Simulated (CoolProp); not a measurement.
Neopentane at 293.15 K and 0.0621 MPa is throttled through a valve to 0.0256 MPa with no heat exchange. Each further row changes one setting.

Values from CoolProp's reference Helmholtz-energy equation of state, Lemmon 2006. It is a short technical equation, of lower accuracy than the large ones.

```json
[
 {"case": "as stated", "temperature change (K)": "-1.0", "final density (kg/m³)": "0.768"},
 {"case": "outlet pressure 0.00768 MPa", "temperature change (K)": "-1.4", "final density (kg/m³)": "0.229"},
 {"case": "outlet pressure 0.0333 MPa", "temperature change (K)": "-0.8", "final density (kg/m³)": "1.00"}
]
```
